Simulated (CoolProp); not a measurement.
Vapour pressure (MPa) of C2F6 (R116): the reference equation beside estimates from Tc = 293.0 K, pc = 3.048 MPa, ω = 0.257.

The numbers come from the reference Helmholtz-energy equation of state, Lemmon 2006 in CoolProp. It is a short technical equation, of lower accuracy than the large ones.

```
T (K)  reference  Lee-Kesler  van der Waals
-----  ---------  ----------  -------------
199.2     0.1259      0.1255         0.5253
204.2     0.1615      0.1614         0.5970
209.2     0.2043      0.2047         0.6750
214.3     0.2565      0.2573         0.7610
219.3     0.3169      0.3182         0.8519
224.3     0.3874      0.3893         0.9495
229.3     0.4691      0.4716          1.054
234.3     0.5631      0.5661          1.166
239.3     0.6704      0.6738          1.284
244.3     0.7921      0.7959          1.410
249.3     0.9296      0.9336          1.544
```

Absolute difference from the reference over all 11 rows, mean and median: Lee-Kesler 0.4 and 0.4 %, van der Waals 163.2 and 145.1 %.
